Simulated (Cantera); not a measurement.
A freely propagating, adiabatic, planar premixed flame of 32.9 % H2, 9.15 % O2, 35.5 % N2, 22.4 % H2O, unburnt at 625 K and 1.01 bar; mixture-averaged transport, grid criteria slope 0.08 and curve 0.16, no radiation.

Cantera simulation using the H2/O2 subset of GRI-Mech 3.0, which has no nitrogen chemistry; the numbers are that mechanism's predictions, not measurements. Burning velocities carry a grid error of a few per cent, more on coarse grids.

x: mole fraction of selected species; z is measured from the peak of heat release.

```csv
z (mm),T (K),u (m/s),x H2,x O2,x H2O,x OH,x H2O2,x HO2
-1.17,625,5.94,0.329,0.0915,0.224,<1e-8,<1e-8,<1e-8
-0.779,625,5.94,0.329,0.0915,0.224,<1e-8,<1e-8,<1e-8
-0.584,625,5.94,0.329,0.0915,0.224,<1e-8,<1e-8,?
-0.390,625,5.94,0.329,0.0916,0.224,<1e-8,1.85e-8,?
-0.195,654,6.16,0.321,0.0916,0.228,4.14e-5,8.72e-6,0.000325
-0.0974,838,7.73,0.293,0.0856,0.251,0.000485,2.18e-5,0.000319
0,1151,10.4,0.239,0.0635,0.305,0.00118,6.38e-6,?
0.0974,1387,12.4,0.182,0.0308,0.371,0.00282,2.47e-6,?
0.195,1511,13.4,0.153,0.0115,0.408,0.00408,1.84e-6,?
0.390,1619,14.3,0.143,0.00244,0.428,0.00475,1.18e-6,?
0.779,1710,15.0,0.147,0.000934,0.434,0.00438,6.38e-7,?
1.56,1786,15.6,0.151,0.000451,0.439,0.00346,3.14e-7,?
3.12,1841,16.0,0.154,0.000183,0.443,0.00239,1.43e-7,?
```

Question: What belongs in the gaps?

Answer: 
- -0.584, x HO2: 2.70e-8
- -0.390, x HO2: 2.05e-6
- 0, x HO2: 0.000137
- 0.0974, x HO2: 5.18e-5
- 0.195, x HO2: 1.76e-5
- 0.390, x HO2: 3.57e-6
- 0.779, x HO2: 1.40e-6
- 1.56, x HO2: 7.01e-7
- 3.12, x HO2: 3.07e-7
